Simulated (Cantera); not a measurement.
What does this Cantera script print?

```python
import numpy as np
import cantera as ct

gas_names = """
    NO ZrO2
""".split()
cond_names = """
    Zr(a) Zr(b) Zr(L) ZrN(s) ZrN(L)
""".split()


# ... load() reads the species with a 1 bar reference pressure and builds the phases ...
species = {s.name: s for s in load("nasa_gas.yaml", gas_names) + load("nasa_condensed.yaml", cond_names)}
# Each term lists the table entries of one substance; the one whose range holds T is used.
reactions = {
    '2 NO(g) + 3 Zr = 2 ZrN + ZrO2(g)':
        [(-2, ['NO']), (-3, ['Zr(a)', 'Zr(b)', 'Zr(L)']), (2, ['ZrN(s)', 'ZrN(L)']), (1, ['ZrO2'])],
}


def pick(names, T):
    return next(species[n] for n in names if species[n].thermo.min_temp <= T <= species[n].thermo.max_temp)


results = []
for label, terms in reactions.items():
    print(label)
    print("     T/K   dH/kJ  dS/(J/K)   dG/kJ   log10 K")
    for T in [1698, 1898, 2098, 2298, 2498, 2698, 2898]:
        used = [(nu, pick(names, T)) for nu, names in terms]
        dH = sum(nu * s.thermo.h(T) for nu, s in used) / 1e6
        dS = sum(nu * s.thermo.s(T) for nu, s in used) / 1e3
        dG = dH - T * dS / 1e3
        logK = -dG * 1e6 / (ct.gas_constant * T * np.log(10))
        results.append((label, T, dH, dS, dG, logK, [s.name for _, s in used]))
        print(f"{T:8g} {dH:8.1f} {dS:8.1f} {dG:8.1f} {logK:8.2f}")
```

It prints:

```
2 NO(g) + 3 Zr = 2 ZrN + ZrO2(g)
     T/K   dH/kJ  dS/(J/K)   dG/kJ   log10 K
    1698  -1203.8   -190.3   -880.6    27.09
    1898  -1202.6   -189.7   -842.7    23.19
    2098  -1202.3   -189.5   -804.7    20.04
    2298  -1268.2   -220.4   -761.6    17.31
    2498  -1271.3   -221.7   -717.4    15.00
    2698  -1273.9   -222.8   -672.9    13.03
    2898  -1276.0   -223.5   -628.3    11.32
```

Source: NASA polynomial tables (part measured, part estimated), evaluated in Cantera. ZrN: taken at fixed stoichiometry. Condensed species are held in their standard states even where they would react or evaporate.
